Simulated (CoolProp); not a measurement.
A Linde-Hampson liquefier for dry air: isothermal reversible compression at 290 K from 1 atm to 15 MPa, throttling to 1 atm, return gas leaving the recuperator 2 K below the feed. Each further row changes one setting.

The numbers come from the reference Helmholtz-energy equation of state, Lemmon 2000 in CoolProp. It is a pseudo-pure fit of the blend.

```json
[
 {"case": "as stated", "liquid yield per pass": "(withheld)", "compression work (kJ/kg of gas)": "413"},
 {"case": "high pressure 30 MPa", "liquid yield per pass": "0.105", "compression work (kJ/kg of gas)": "473"},
 {"case": "warm-end temperature 320 K", "liquid yield per pass": "0.050", "compression work (kJ/kg of gas)": "(withheld)"},
 {"case": "warm-end gap 7 K", "liquid yield per pass": "(withheld)", "compression work (kJ/kg of gas)": "413"}
]
```

### Question
Complete the blanks.

### Answer

- as stated, liquid yield per pass: 0.069
- warm-end temperature 320 K, compression work (kJ/kg of gas): 459
- warm-end gap 7 K, liquid yield per pass: 0.057
